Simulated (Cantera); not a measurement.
Catalytic combustion on Pt

An isothermal plug-flow reactor at 1000 K and 5.00 bar (inlet), inlet velocity 0.23 m/s, active area per volume 160 1/m; feed 0.770 % H2, 19.2 % O2, 80.0 % N2, equivalence ratio 0.020.

Model: Deutschmann's 1995 Pt surface mechanism with GRI-Mech 3.0 gas chemistry, integrated in Cantera. Catalytic surfaces can have several steady states; this one follows from the mechanism file's or the stated starting coverage. Mass transfer to the wall is taken as infinitely fast.

| z (m) | x H2 | x O2 | x H2O | θ free Pt | θ O* | θ OH* |
|---|---|---|---|---|---|---|
| 4.6e-05 | 0.00654 | 0.192 | 0.00116 | 0.131 | 0.867 | 0.00227 |
| 7.7e-05 | 0.00588 | 0.192 | 0.00183 | 0.128 | 0.870 | 0.00232 |
| 0.00013 | 0.00493 | 0.191 | 0.00278 | 0.123 | 0.875 | 0.00239 |
| 0.00021 | 0.00382 | 0.191 | 0.00389 | 0.117 | 0.880 | 0.00246 |
| 0.00036 | 0.00243 | 0.190 | 0.00529 | 0.111 | 0.887 | 0.00254 |
| 0.0006 | 0.00122 | 0.190 | 0.00650 | 0.106 | 0.892 | 0.00261 |
| 0.001 | 0.000404 | 0.189 | 0.00732 | 0.102 | 0.895 | 0.00264 |
| 0.0017 | 6.04e-5 | 0.189 | 0.00766 | 0.101 | 0.896 | 0.00266 |
| 0.0028 | 3.08e-6 | 0.189 | 0.00772 | 0.101 | 0.896 | 0.00266 |
| 0.0046 | 2.38e-8 | 0.189 | 0.00772 | 0.101 | 0.896 | 0.00266 |
x: gas mole fraction; θ: surface coverage.
